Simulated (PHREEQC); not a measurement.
A solution holds 20 mmol/kgw H2SO4 and 0.079 mmol/kgw H4SiO4, at 85 °C. Closed to the air; pH follows from the charge balance.

Computed with PHREEQC (Pitzer model, pitzer.dat).

The ionic strength comes out as 0.0257 mol/kgw. What activity coefficients do SO4-2, HSO4-, H+ get?

SO4-2 0.46, HSO4- 0.85, H+ 0.85. Single-ion values are on the MacInnes scale.

Precipitation was switched off in this run. Complexes and solids missing from the database can't appear. Away from 25 °C the constants follow the database's enthalpies or fits; those with neither stay at their 25 °C values.
